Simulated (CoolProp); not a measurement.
Properties of R124 at several states.

Computed with CoolProp (reference Helmholtz-energy equation of state, de Vries 1995).

```tsv
T (°C)	p (MPa)	phase	density (kg/m³)	cp (kJ/(kg K))	cv (kJ/(kg K))	Joule-Thomson coefficient (K/MPa)	isothermal compressibility (1/MPa)	fugacity coefficient
22.75	0.0174	gas	0.9696	0.7252	0.6629	22.73	57.73	0.9955
121.35	0.109	gas	4.584	0.8601	0.7960	9.395	9.273	0.9895
65.15	0.452	gas	23.81	0.8296	0.7395	16.40	2.416	0.9268
```
